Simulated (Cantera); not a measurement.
A closed system holds: 1 mol Al, 11 mol HCl, 18 mol N2, equilibrated at 0.0190 bar.

Cantera equilibrium calculation (NASA polynomials, part measured and part estimated; ideal gas, pure solids and liquids). Candidate condensed phases: Al, AlCl3, AlN, NH4Cl; 20 gas species. Equilibrium is a limit: real reactors are often held back by kinetics, nucleation or transport. All values below are at 427 °C.

Base state: N2 0.632, HCl 0.281, H2 0.0527, AlCl3 0.0333, Al2Cl6 0.000911 (mole fractions); condensed: gas only.

Task: What changes in the equilibrium state with this change: N2 from 18 to 8.3 mol?

Result: 
```csv
species,before,after
N2,0.632,0.442
HCl,0.281,0.426
H2,0.0527,0.0799
AlCl3,0.0333,0.0493
Al2Cl6,0.000911,0.00200
```

Task: What changes in the equilibrium state with this change: pressure from 0.0190 bar to 1.00 bar?

Result: 
```
species    before    after
-------  --------  -------
N2          0.632    0.638
HCl         0.281    0.284
H2         0.0527   0.0530
AlCl3      0.0333   0.0153
Al2Cl6   0.000911   0.0101
NH3       1.71e-6  9.14e-5
```
